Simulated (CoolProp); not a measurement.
Saturated liquid density (kg/m³) of methanol: the reference equation beside estimates from Tc = 513.4 K, pc = 8.216 MPa, ω = 0.565. Rackett uses Z = 0.29056 − 0.08775 ω.

Computed with CoolProp (reference Helmholtz-energy equation of state, de Reuck 1993).

```csv
T (K),reference,Rackett,van der Waals,Redlich-Kwong,Soave-Redlich-Kwong,Peng-Robinson
282.8,800.6,793.9,392.5,580.6,616.2,692.8
289.4,794.4,786.5,389.3,575.3,612.0,688.2
296,788.3,779.1,386.1,569.8,607.5,683.5
302.6,782.1,771.5,382.9,564.3,603.0,678.7
309.2,775.8,763.8,379.6,558.6,598.2,673.6
315.8,769.6,756.1,376.2,552.8,593.3,668.4
322.4,763.3,748.2,372.8,546.8,588.2,662.9
329,756.9,740.2,369.2,540.7,582.9,657.2
335.5,750.5,732.2,365.7,534.5,577.5,651.4
342.1,743.9,724.0,362.0,528.0,571.8,645.3
348.7,737.2,715.6,358.3,521.4,565.9,638.9
```

Absolute difference from the reference over all 11 rows, mean and median: Rackett 1.8 and 1.8 %, van der Waals 51.1 and 51.1 %, Redlich-Kwong 28.3 and 28.2 %, Soave-Redlich-Kwong 23.0 and 23.0 %, Peng-Robinson 13.3 and 13.2 %.
